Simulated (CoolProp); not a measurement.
Vapour-liquid equilibrium of ethanol (1) + cyclohexane (2) at 0.881 bar; x and y are mole fractions of (1).

Values from CoolProp's multi-fluid Helmholtz-energy mixture model, Schroeder 2014 and Zhou 2014; pair parameters Bell 2016.

```csv
x,bubble temperature (K),y at the bubble point,dew temperature at overall composition x (K),liquid density (mol/L)
0.05,342.8,0.218,347.8,(withheld)
0.15,337.4,(withheld),344.9,9.311
0.25,335.9,0.441,341.7,(withheld)
0.35,335.5,0.459,338.5,10.31
0.45,335.5,0.463,335.7,10.92
0.55,335.5,0.465,337.5,(withheld)
0.65,335.7,0.476,340.1,12.42
0.75,336.5,0.512,342.6,(withheld)
0.85,338.8,0.601,344.9,14.35
0.95,344.0,0.810,347.0,15.46
```

### Question
What belongs in the gaps?

### Answer

- 0.05, liquid density (mol/L): 8.855
- 0.15, y at the bubble point: 0.386
- 0.25, liquid density (mol/L): 9.784
- 0.55, liquid density (mol/L): 11.61
- 0.75, liquid density (mol/L): 13.33

y crosses x between x = 0.45 and 0.55: the model has an azeotrope there.

Pair parameters are fitted to limited data, so mixtures are less certain than the pure fluids.
